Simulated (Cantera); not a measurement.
A perfectly stirred reactor is fed with CO : O₂ : H₂O : N₂ = 0.003 : 0.0056 : 0.0032 : 1 (molar parts), equivalence ratio 0.27, at 550000 Pa; it is held at 1200 K, and followed from long to short residence time.

Computed with Cantera and GRI-Mech 3.0 (53 species, 325 reactions).

**Question.** What does this change do: temperature 1200 to 1275 K?

**Answer.** 
| quantity | before | after |
|---|---|---|
| x(CO) at τ = 0.860 s | 0.000202 | 6.55e-5 |
| x(O₂) at τ = 0.860 s | 0.00416 | 0.00409 |
| x(H₂O) at τ = 0.860 s | 0.00316 | 0.00316 |
| x(H₂) at τ = 0.860 s | 1.20e-6 | 5.79e-7 |
| x(H) at τ = 0.860 s | 3.81e-8 | 4.89e-8 |
| x(CO) at τ = 77.0 ms | 0.000998 | 0.000376 |
| x(O₂) at τ = 77.0 ms | 0.00456 | 0.00424 |
| x(H₂O) at τ = 77.0 ms | 0.00316 | 0.00316 |
| x(H₂) at τ = 77.0 ms | 5.98e-6 | 3.29e-6 |
| x(H) at τ = 77.0 ms | 2.43e-7 | 4.16e-7 |

**Question.** What does this change do: temperature 1200 to 900 K?

**Answer.** 
```
quantity                 before     after
---------------------  --------  --------
x(CO) at τ = 0.860 s   0.000202   0.00296
x(O₂) at τ = 0.860 s    0.00416   0.00553
x(H₂O) at τ = 0.860 s   0.00316   0.00316
x(H₂) at τ = 0.860 s    1.20e-6   4.34e-9
x(H) at τ = 0.860 s     3.81e-8  1.79e-11
x(CO) at τ = 77.0 ms   0.000998   0.00297
x(O₂) at τ = 77.0 ms    0.00456   0.00553
x(H₂O) at τ = 77.0 ms   0.00316   0.00316
x(H₂) at τ = 77.0 ms    5.98e-6  2.21e-12
x(H) at τ = 77.0 ms     2.43e-7    <1e-12
```
